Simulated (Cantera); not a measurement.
**Hydrocarbon pyrolysis for carbon deposition**

A perfectly stirred reactor is fed with C₂H₆ : N₂ = 0.59 : 1.1 (molar parts), at 47.0 Pa; it is held at 1798 K, and followed from long to short residence time.

Model: GRI-Mech 3.0 (53 species, 325 reactions), integrated in Cantera. GRI-Mech 3.0 stops at C3 and has no aromatics, soot or wall deposition, so with more carbon than oxygen in the feed, carbon stays in small species such as C2H2 where larger ones or solid carbon would form. Radical loss at walls, strong at low pressure, is not modelled.

```csv
τ (s),x C₂H₆,x CH₃,x C₂H,x HCN,x CH₂,x H
20,3.11e-5,0.00192,1.29e-5,0.000127,1.14e-5,0.00293
4.4,0.000139,0.00425,1.38e-5,5.36e-5,2.09e-5,0.00307
0.96,0.000613,0.00943,1.56e-5,2.33e-5,3.71e-5,0.00339
0.21,0.00268,0.0205,1.78e-5,1.03e-5,6.41e-5,0.00376
0.046,0.0118,0.0424,1.81e-5,4.60e-6,0.000109,0.00396
0.010,0.0515,0.0783,1.15e-5,1.96e-6,0.000172,0.00353
0.0022,0.173,0.0912,1.79e-6,5.46e-7,0.000170,0.00214
0.00049,0.302,0.0464,6.33e-9,2.94e-8,5.59e-5,0.000577
0.00011,0.339,0.0136,<1e-12,1.20e-11,2.96e-6,3.24e-5
```
x: mole fraction; the columns are a selection and need not sum to one.
